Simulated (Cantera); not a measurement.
Input (Python, Cantera) and output of one run.

```python
import numpy as np
import cantera as ct

gas_names = [...]  # 95 gases of nasa_gas.yaml made of C, F, H
cond_names = """
    C(gr) C6H6(L) C7H8(L) C8H18(L),n-octa
""".split()


# ... load() reads the species with a 1 bar reference pressure and builds the phases ...
atoms = {
    'CH3F': {'C': 1, 'H': 3, 'F': 1},
}
top_T = {'C(gr)': 4500}  # K; cautious upper limits of use, not melting points


# ... equilibrate(T, P, feed) seeds the gas with the atoms and calls Mixture.equilibrate('TP', solver="vcs", rtol=1e-11, max_steps=5000) ...
results = []
feed = {'CH3F': 1}  # mol
P = 1333.22  # Pa
for T in [1623, 1673, 1723, 1773, 1823, 1873, 1923, 1973, 2023, 2073, 2123, 2173]:
    mix = equilibrate(T, P, feed)
    results.append((T, P, feed, dict(zip(mix.species_names, mix.species_moles))))

top = {s: max(r[3][s] / sum(r[3][g] for g in gas_names) for r in results) for s in gas_names}
cols = sorted((s for s in top if top[s] > 0.0001), key=lambda s: -top[s])[:7]
seen = [c for c in cond_names if any(r[3].get(c, 0) > 1e-12 for r in results)]
print("log10 of partial pressures in bar; condensed amounts in mol")
print(f"{'T/K':>10s}" + "".join(f"{s[:9]:>10s}" for s in cols + seen))
for T, P, feed, n in results:
    ng = sum(n[g] for g in gas_names)
    print(f"{T:10.4g}" + "".join(f"{np.log10(max(n[s] / ng * P / 1e5, 1e-99)):10.3f}" for s in cols)
          + "".join(f"{n.get(c, 0):10.4g}" for c in seen))
```

It prints:

```
log10 of partial pressures in bar; condensed amounts in mol
       T/K        HF        H2         H C2H2,acet     C(gr)
      1623    -2.176    -2.176    -5.249    -6.634    0.9999
      1673    -2.176    -2.177    -5.032    -6.421    0.9999
      1723    -2.176    -2.177    -4.828    -6.220    0.9998
      1773    -2.177    -2.177    -4.635    -6.031    0.9997
      1823    -2.177    -2.178    -4.452    -5.853    0.9996
      1873    -2.177    -2.179    -4.280    -5.685    0.9994
      1923    -2.177    -2.180    -4.116    -5.526    0.9991
      1973    -2.178    -2.182    -3.961    -5.375    0.9987
      2023    -2.179    -2.184    -3.813    -5.233    0.9982
      2073    -2.180    -2.187    -3.674    -5.099    0.9976
      2123    -2.181    -2.191    -3.541    -4.972    0.9968
      2173    -2.182    -2.196    -3.415    -4.853    0.9957
```

Cantera equilibrium calculation (NASA polynomials, part measured and part estimated; ideal gas, pure solids and liquids).
